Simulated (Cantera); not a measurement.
Cantera run:

```python
import numpy as np
import cantera as ct

gas_names = [...]  # 151 gases of nasa_gas.yaml made of C, H, N, O, Si
cond_names = """
    C(gr) C6H6(L) C7H8(L) C8H18(L),n-octa H2O(s) H2O(L) Si(cr) Si(L) SiC(b) SiO2(Lqz) SiO2(hqz) SiO2(L)
    Si2N2O(s) Si3N4(a)
""".split()


# ... load() reads the species with a 1 bar reference pressure and builds the phases ...
atoms = {
    'Si3N4': {'Si': 3, 'N': 4},
    'CO2': {'C': 1, 'O': 2},
    'H2': {'H': 2},
}
top_T = {'C(gr)': 4500, 'SiC(b)': 3050, 'Si2N2O(s)': 2100, 'Si3N4(a)': 2400}  # K; cautious upper limits of use, not melting points


# ... equilibrate(T, P, feed) seeds the gas with the atoms and calls Mixture.equilibrate('TP', solver="vcs", rtol=1e-11, max_steps=5000) ...
results = []
feed = {'Si3N4': 1, 'CO2': 0.6, 'H2': 26}  # mol
P = 1.5  # Pa
for T in [1148, 1198, 1248, 1298, 1348, 1398, 1448, 1498]:
    mix = equilibrate(T, P, feed)
    results.append((T, P, feed, dict(zip(mix.species_names, mix.species_moles))))

top = {s: max(r[3][s] / sum(r[3][g] for g in gas_names) for r in results) for s in gas_names}
cols = sorted((s for s in top if top[s] > 0.001), key=lambda s: -top[s])[:7]
seen = [c for c in cond_names if any(r[3].get(c, 0) > 1e-12 for r in results)]
print("log10 of partial pressures in bar; condensed amounts in mol")
print(f"{'T/K':>10s}" + "".join(f"{s[:9]:>10s}" for s in cols + seen))
for T, P, feed, n in results:
    ng = sum(n[g] for g in gas_names)
    print(f"{T:10.4g}" + "".join(f"{np.log10(max(n[s] / ng * P / 1e5, 1e-99)):10.3f}" for s in cols)
          + "".join(f"{n.get(c, 0):10.4g}" for c in seen))
```

It prints:

```
log10 of partial pressures in bar; condensed amounts in mol
       T/K        H2        N2       SiO         H        CO    Si(cr)    SiC(b) Si2N2O(s)  Si3N4(a)
      1148    -4.837    -6.349   -11.592    -9.563   -11.305         0       0.6       1.2 1.189e-05
      1198    -4.837    -6.349   -10.484    -9.140   -11.011         0       0.6       1.2 3.807e-05
      1248    -4.837    -6.349    -9.466    -8.749   -10.741         0       0.6     1.199 0.0002351
      1298    -4.837    -6.346    -8.515    -8.389   -10.448  0.005573    0.5999     1.194         0
      1348    -4.840    -6.307    -7.319    -8.056    -9.152   0.08967    0.5987     1.113         0
      1398    -4.862    -6.081    -6.400    -7.756    -8.139    0.7928    0.5862    0.4332         0
      1448    -4.875    -5.989    -6.220    -7.473    -7.872     1.247    0.5738         0         0
      1498    -4.877    -5.989    -6.223    -7.203    -7.793     1.243    0.5685         0         0
```

These are equilibrium values from Cantera (NASA tables, ideal gas, pure condensed phases), not measurements of a reactor. Mutual solubility and eutectic melting of coexisting phases are not modelled.
